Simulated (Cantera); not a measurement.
Charge: 1 mol CO2, 9.8 mol H2O, 1.4 mol O2, held at 2102 °C and 17.3 Torr.

Method: chemical equilibrium by Gibbs-energy minimisation in Cantera with the NASA 1993 tables (ideal gas, pure condensed phases). Candidate condensed phases: C, C6H6, C7H8, C8H18, H2O; 110 gas species. Kinetics and transport are ignored.

Base state: H2O 0.672, O2 0.119, CO2 0.0567, OH 0.0554, H2 0.0403, CO 0.0198, H 0.0187, O 0.0173 (mole fractions); condensed: gas only.

Question: What changes in the equilibrium state with this change: 0.1 mol N2 added?

Answer: 
| species | before | after |
|---|---|---|
| H2O | 0.672 | 0.667 |
| O2 | 0.119 | 0.118 |
| CO2 | 0.0567 | 0.0561 |
| N2 | 0 | 0.00695 |
| OH | 0.0554 | 0.0550 |
| O | 0.0173 | 0.0172 |
| CO | 0.0198 | 0.0198 |
| H2 | 0.0403 | 0.0402 |
| H | 0.0187 | 0.0187 |
| NO | 0 | 0.00128 |

Question: What changes in the equilibrium state with this change: temperature from 2102 °C to 2502 °C?

Answer: 
```csv
species,before,after
H2O,0.672,0.307
H,0.0187,0.169
OH,0.0554,0.122
O,0.0173,0.111
CO2,0.0567,0.0160
H2,0.0403,0.117
CO,0.0198,0.0421
O2,0.119,0.117
HO2,6.74e-6,1.20e-5
```

Question: What changes in the equilibrium state with this change: pressure from 17.3 Torr to 7.50 Torr?

Answer: 
| species | before | after |
|---|---|---|
| H2O | 0.672 | 0.621 |
| O2 | 0.119 | 0.123 |
| OH | 0.0554 | 0.0661 |
| H2 | 0.0403 | 0.0557 |
| H | 0.0187 | 0.0333 |
| O | 0.0173 | 0.0266 |
| CO | 0.0198 | 0.0255 |
| CO2 | 0.0567 | 0.0487 |
